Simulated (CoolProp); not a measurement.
A Linde-Hampson liquefier for oxygen: isothermal reversible compression at 200 K from 1 atm to 10 MPa, throttling to 1 atm, return gas leaving the recuperator 10 K below the feed. Each further row changes one setting.

Computed with CoolProp (reference Helmholtz-energy equation of state, Schmidt 1985).

| case | liquid yield per pass | compression work (kJ/kg of gas) |
|---|---|---|
| as stated | 0.171 | 223 |
| high pressure 20 MPa | 0.317 | 246 |
| warm-end temperature 230 K | 0.099 | 264 |
| warm-end gap 15 K | 0.159 | 223 |
